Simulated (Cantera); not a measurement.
A closed system holds: 1 mol SiC, 0.05 mol N2O, 930 mol N2, equilibrated at 8.60 bar.

Cantera equilibrium calculation (NASA polynomials, part measured and part estimated; ideal gas, pure solids and liquids). Candidate condensed phases: C, Si, SiC, SiO2, Si2N2O, Si3N4; 34 gas species. Mutual solubility and eutectic melting of coexisting phases are not modelled. The numbers say what is thermodynamically allowed, not how fast it happens.

log p: log10 of the partial pressure in bar; n: condensed amount in mol.

| T (°C) | log p N2 | log p CO | log p SiO | log p C2N2 | log p Si | log p SiN | log p CN | n C(graphite) | n Si2N2O(s) | n Si3N4(s) | n SiC(s) |
|---|---|---|---|---|---|---|---|---|---|---|---|
| 852 | 0.93 | -7.55 | <-11 | <-11 | <-11 | <-11 | <-11 | 1.000 | 0.0500 | 0.300 | 0 |
| 927 | 0.93 | -6.60 | <-11 | -10.25 | <-11 | <-11 | <-11 | 1.000 | 0.0500 | 0.300 | 0 |
| 1002 | 0.93 | … | <-11 | … | <-11 | <-11 | <-11 | 1.000 | 0.0498 | 0.300 | 0 |
| 1077 | 0.93 | -5.01 | -10.06 | -8.74 | <-11 | <-11 | <-11 | 0.999 | 0.0489 | 0.301 | 0 |
| 1152 | 0.93 | -4.34 | -8.88 | -8.10 | <-11 | <-11 | -10.37 | 0.995 | 0.0450 | 0.303 | 0 |
| 1227 | 0.93 | -3.74 | -7.82 | -7.53 | <-11 | -10.91 | -9.57 | 0.980 | 0.0303 | 0.313 | 0 |
| 1302 | 0.93 | -3.33 | -7.00 | -7.01 | -10.34 | -9.90 | -8.85 | 0.950 | 0 | 0.333 | 0 |
| 1377 | 0.93 | -3.33 | -6.62 | -6.54 | -9.30 | -8.98 | -8.19 | 0.950 | 0 | 0.333 | 0 |
| 1452 | 0.93 | -3.34 | -6.28 | -6.11 | -8.36 | -8.14 | -7.59 | 0.950 | 0 | 0.333 | 0 |
| 1527 | 0.93 | -3.34 | -5.97 | -5.71 | -7.49 | -7.38 | -7.04 | 0.950 | 0 | 0.333 | 0 |
| 1602 | 0.93 | -3.34 | -5.68 | -5.35 | -6.70 | -6.68 | -6.54 | 0.949 | 0 | 0.333 | 0 |
| 1677 | 0.93 | -3.34 | … | -5.02 | … | -6.03 | … | 0 | 0 | 0.0170 | 0.948 |
| 1752 | 0.93 | -3.34 | -5.01 | -5.04 | -5.29 | -5.43 | -5.81 | 0 | 0 | 0.0163 | 0.949 |

Problem. What belongs in the gaps?

Solution. 
- 1677, log p SiO: -5.42
- 1677, log p Si: -5.96
- 1677, log p CN: -6.07
- 1002, log p CO: -5.75
- 1002, log p C2N2: -9.45
